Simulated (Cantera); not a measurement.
A closed system holds: 1 mol B, 17 mol H2O, 5.8 mol N2, equilibrated at 0.470 bar.

Cantera equilibrium calculation (NASA polynomials, part measured and part estimated; ideal gas, pure solids and liquids). Candidate condensed phases: B, BN, B2O3, B3O3H3, H2O; 39 gas species. Gases not in the tables: H3BO3. The numbers say what is thermodynamically allowed, not how fast it happens.

### Question
Which condensed phases are stable at each of these points (T (°C)): 552, 702, 852, 1002, 1152, 1302, 1452, 1602?

### Answer
| T (°C) | condensed phases | B condensed (%) |
|---|---|---|
| 552 | gas only | 0.0 |
| 702 | B2O3(l) | 19.6 |
| 852 | B2O3(l) | 58.8 |
| 1002 | B2O3(l) | 70.6 |
| 1152 | B2O3(l) | 52.7 |
| 1302 | gas only | 0.0 |
| 1452 | gas only | 0.0 |
| 1602 | gas only | 0.0 |

At 552 °C nothing is condensed. From 702 °C to 1152 °C the condensed part is B2O3(l). From 1302 °C to 1602 °C nothing is condensed.
